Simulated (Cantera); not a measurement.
A perfectly stirred reactor is fed with CO : H2 : CH4 : O2 : N2 = 1 : 0.05 : 0.35 : 0.721 : 3.53 (molar parts), equivalence ratio 1.7, at 750 Torr; it is adiabatic with a 325 K inlet, and is followed from long to short residence time, starting on the burning branch (τ in s: 0.22, 0.097, 0.043, 0.019, 0.0082, 0.0036, 0.0016, 0.00069, 0.0003, 0.00013, 5.8e-05).

Model: GRI-Mech 3.0 (53 species, 325 reactions), integrated in Cantera.

Question: What does this change do: inlet temperature 325 to 375 K?

Answer: 
```
quantity                                                                        before                                 after
------------------------------------------------  ------------------------------------  ------------------------------------
blow-out, bracketed by the residence times tried  burning at 0.690 ms, out at 0.300 ms  burning at 0.300 ms, out at 0.130 ms
x(CO) at τ = 0.220 s                                                             0.142                                 0.143
x(H2) at τ = 0.220 s                                                            0.0358                                0.0355
x(CH4) at τ = 0.220 s                                                         0.000261                               8.73e-5
x(OH) at τ = 0.220 s                                                           6.24e-5                              0.000117
x(NO2) at τ = 0.220 s                                                         1.39e-10                              1.70e-10
x(CO) at τ = 3.60 ms                                                             0.143                                 0.143
x(H2) at τ = 3.60 ms                                                            0.0348                                0.0345
x(CH4) at τ = 3.60 ms                                                         0.000237                              0.000153
x(OH) at τ = 3.60 ms                                                          0.000592                              0.000814
x(NO2) at τ = 3.60 ms                                                         6.49e-10                              7.69e-10
```

Question: What does this change do: inlet temperature 325 to 623 K?

Answer: 
```tsv
quantity	before	after
blow-out, bracketed by the residence times tried	burning at 0.690 ms, out at 0.300 ms	burning at 0.130 ms, out at 58.0 µs
x(CO) at τ = 0.220 s	0.142	0.146
x(H2) at τ = 0.220 s	0.0358	0.0328
x(CH4) at τ = 0.220 s	0.000261	1.19e-5
x(OH) at τ = 0.220 s	6.24e-5	0.000407
x(NO2) at τ = 0.220 s	1.39e-10	7.80e-10
x(CO) at τ = 3.60 ms	0.143	0.145
x(H2) at τ = 3.60 ms	0.0348	0.0322
x(CH4) at τ = 3.60 ms	0.000237	5.00e-5
x(OH) at τ = 3.60 ms	0.000592	0.00193
x(NO2) at τ = 3.60 ms	6.49e-10	2.32e-9
```

Question: What does this change do: pressure from 750 Torr to 615 Torr?

Answer: 
```tsv
quantity	before	after
blow-out, bracketed by the residence times tried	burning at 0.690 ms, out at 0.300 ms	burning at 0.690 ms, out at 0.300 ms
x(CO) at τ = 0.220 s	0.142	0.142
x(H2) at τ = 0.220 s	0.0358	0.0361
x(CH4) at τ = 0.220 s	0.000261	9.27e-5
x(OH) at τ = 0.220 s	6.24e-5	0.000117
x(NO2) at τ = 0.220 s	1.39e-10	1.42e-10
x(CO) at τ = 3.60 ms	0.143	0.143
x(H2) at τ = 3.60 ms	0.0348	0.0349
x(CH4) at τ = 3.60 ms	0.000237	0.000176
x(OH) at τ = 3.60 ms	0.000592	0.000808
x(NO2) at τ = 3.60 ms	6.49e-10	5.64e-10
```
